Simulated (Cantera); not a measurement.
**C6H6 + CO2 + N2 + NH3 (carbon deposition, reforming and gasification)**

Charge: 1 mol C6H6, 5.1 mol CO2, 2.4 mol N2, 0.77 mol NH3, equilibrated at 0.00133 bar.

Cantera equilibrium calculation (NASA polynomials, part measured and part estimated; ideal gas, pure solids and liquids). Candidate condensed phases: C, C6H6, C7H8, C8H18, H2O; 136 gas species. Equilibrium is a limit: real reactors are often held back by kinetics, nucleation or transport.

```csv
T (K),x CO,x H2,x N2,x H,x HCN,x C2H2 (acetylene),x HNC,n C(graphite)
1648,0.595,0.241,0.162,0.00120,0.000540,1.08e-5,1.41e-5,0.890
1698,0.595,0.241,0.162,0.00194,0.000716,1.74e-5,2.13e-5,0.887
1748,0.594,0.240,0.162,0.00307,0.000932,2.71e-5,3.13e-5,0.883
1798,0.594,0.239,0.161,0.00471,0.00119,4.12e-5,4.51e-5,0.877
1848,0.593,0.237,0.161,0.00707,0.00151,6.11e-5,6.35e-5,0.871
1898,0.592,0.235,0.161,0.0104,0.00188,8.84e-5,8.77e-5,0.863
1948,0.591,0.232,0.160,0.0149,0.00230,0.000125,0.000119,0.854
1998,0.589,0.228,0.159,0.0210,0.00279,0.000173,0.000158,0.843
2048,0.586,0.222,0.158,0.0289,0.00333,0.000233,0.000206,0.830
2098,0.583,0.216,0.157,0.0391,0.00392,0.000308,0.000264,0.816
```
x: gas mole fraction; n: condensed amount in mol.

From 1648 K to 2098 K the condensed part is C(graphite). The main C-bearing gas is CO throughout.
